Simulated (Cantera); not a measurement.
A Cantera script and what it prints.

```python
import numpy as np
import cantera as ct

gas_names = """
    H HNO HNO2 HNO3 HO2 H2 H2O H2O2 N NH NH2 NH3 NH2OH NO NO2 NO3 N2 N2H2 N2H4 N2O O OH O2 O3 V VN VO
    VO2
""".split()
cond_names = """
    H2O(s) H2O(L) V(cr) V(L) VN(s) VO(s) VO(L) V2O3(s) V2O3(L) V2O4(I) V2O4(II) V2O4(L) V2O5(s) V2O5(L)
""".split()


# ... load() reads the species with a 1 bar reference pressure and builds the phases ...
atoms = {
    'V': {'V': 1},
    'NH3': {'N': 1, 'H': 3},
    'N2O': {'N': 2, 'O': 1},
}
top_T = {'VN(s)': 2300}  # K; cautious upper limits of use, not melting points


# ... equilibrate(T, P, feed) seeds the gas with the atoms and calls Mixture.equilibrate('TP', solver="vcs", rtol=1e-11, max_steps=5000) ...
results = []
feed = {'V': 1, 'NH3': 9.7, 'N2O': 0.15}  # mol
P = 2100  # Pa
for T in [850, 925, 1000, 1075, 1150, 1225, 1300, 1375, 1450, 1525]:
    mix = equilibrate(T, P, feed)
    results.append((T, P, feed, dict(zip(mix.species_names, mix.species_moles))))

top = {s: max(r[3][s] / sum(r[3][g] for g in gas_names) for r in results) for s in gas_names}
cols = sorted((s for s in top if top[s] > 0.0001), key=lambda s: -top[s])[:5]
seen = [c for c in cond_names if any(r[3].get(c, 0) > 1e-12 for r in results)]
print("log10 of partial pressures in bar; condensed amounts in mol")
print(f"{'T/K':>10s}" + "".join(f"{s[:9]:>10s}" for s in cols + seen))
for T, P, feed, n in results:
    ng = sum(n[g] for g in gas_names)
    print(f"{T:10.4g}" + "".join(f"{np.log10(max(n[s] / ng * P / 1e5, 1e-99)):10.3f}" for s in cols)
          + "".join(f"{n.get(c, 0):10.4g}" for c in seen))
```

Result:

```
log10 of partial pressures in bar; condensed amounts in mol
       T/K        H2        N2       H2O         H     VN(s)     VO(s)   V2O3(s)
       850    -1.796    -2.301    -4.782   -11.587      0.91         0     0.045
       925    -1.796    -2.301    -4.723   -10.483    0.9115         0   0.04427
      1000    -1.796    -2.301    -4.676    -9.542    0.9128         0   0.04362
      1075    -1.796    -2.301    -4.639    -8.732    0.9139         0   0.04304
      1150    -1.796    -2.301    -4.609    -8.025    0.9149         0   0.04254
      1225    -1.796    -2.301    -4.584    -7.405    0.9158         0    0.0421
      1300    -1.797    -2.301    -4.564    -6.854    0.9166         0   0.04172
      1375    -1.797    -2.301    -4.547    -6.363    0.9172         0    0.0414
      1450    -1.797    -2.300    -4.620    -5.923    0.8718    0.1282         0
      1525    -1.797    -2.300    -4.695    -5.525    0.8684    0.1316         0
```

Cantera equilibrium calculation (NASA polynomials, part measured and part estimated; ideal gas, pure solids and liquids). Mutual solubility and eutectic melting of coexisting phases are not modelled. VN, VO: taken at fixed stoichiometry. Condensed phases not in the tables: the oxides between V2O3 and V2O5 other than VO2, solid solutions among these carbides, nitrides and lower oxides, V2N.
